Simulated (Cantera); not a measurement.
An isothermal, constant-pressure homogeneous reactor starts with 0.661 % CO, 5.87 % O2, 0.354 % H2O, 93.1 % N2, equivalence ratio 0.056, at 1500 K and 1.01 bar.

Cantera simulation using GRI-Mech 3.0 (53 species, 325 reactions); the numbers are that mechanism's predictions, not measurements.

One state of this run: x CO = 1.79e-7; x O2 = 0.0555; x H2O = 0.00354; x H = 3.53e-9; x H2O2 = 1.96e-10. x: mole fraction; the columns are a selection and need not sum to one.

Task: Which value of t (s) does it belong to?
(A) 0.00968
(B) 300
(C) 0.186
(D) 68.5

Result: C, 0.186
